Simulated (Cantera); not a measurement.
A closed system holds: 1 mol AlN, 13 mol HCl, 8.7 mol N₂, equilibrated at 2050 K and 13300 Pa.

Cantera equilibrium calculation (NASA polynomials, part measured and part estimated; ideal gas, pure solids and liquids). The tables' values for AlCl₂ are old estimates; treat these amounts as uncertain. The numbers say what is thermodynamically allowed, not how fast it happens.

```tsv
species	before	after
HCl	0.462	0.461
N₂	0.419	0.423
H₂	0.0640	0.0677
AlCl₃	0.0337	0.0424
Cl	0.00840	0.00196
AlCl₂	0.00824	0.00296
AlCl	0.00355	0.000564
H	0.00157	0.000378
Cl₂	1.19e-5	3.30e-6
```
Gas species are given as mole fractions.

Question: Which change was made?
A) temperature from 2050 K to 1848.15 K
B) temperature from 2050 K to 923.15 K
C) HCl from 13 to 21 mol
D) HCl from 13 to 18 mol

Answer: A, temperature from 2050 K to 1848.15 K
